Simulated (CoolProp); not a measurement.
Vapour pressure (MPa) of ammonia: the reference equation beside estimates from Tc = 132.4 °C, pc = 11.36 MPa, ω = 0.256. Clausius-Clapeyron is anchored at 12.95 °C with a constant enthalpy of vaporisation of 20.68 kJ/mol.

The numbers come from the reference Helmholtz-energy equation of state, Gao 2020 in CoolProp.

| T (°C) | reference | Lee-Kesler | Clausius-Clapeyron | Redlich-Kwong |
|---|---|---|---|---|
| 12.95 | 0.6799 | 0.6807 | 0.6799 | 1.060 |
| 20.55 | 0.8722 | 0.8763 | 0.8514 | 1.315 |
| 28.25 | 1.107 | 1.115 | 1.057 | 1.615 |
| 35.85 | 1.383 | 1.395 | 1.295 | 1.955 |
| 43.55 | 1.713 | 1.730 | 1.575 | 2.347 |
| 51.15 | 2.094 | 2.114 | 1.893 | 2.786 |
| 58.85 | 2.542 | 2.565 | 2.261 | 3.284 |
| 66.45 | 3.050 | 3.075 | 2.674 | 3.833 |
| 74.15 | 3.640 | 3.665 | 3.145 | 4.449 |
| 81.75 | 4.301 | 4.325 | 3.666 | 5.120 |
| 89.45 | 5.059 | 5.081 | 4.254 | 5.865 |
| 97.05 | 5.901 | 5.921 | 4.897 | 6.669 |

Absolute difference from the reference over all 12 rows, mean and median: Lee-Kesler 0.7 and 0.7 %, Clausius-Clapeyron 9.6 and 10.3 %, Redlich-Kwong 32.4 and 31.1 %.
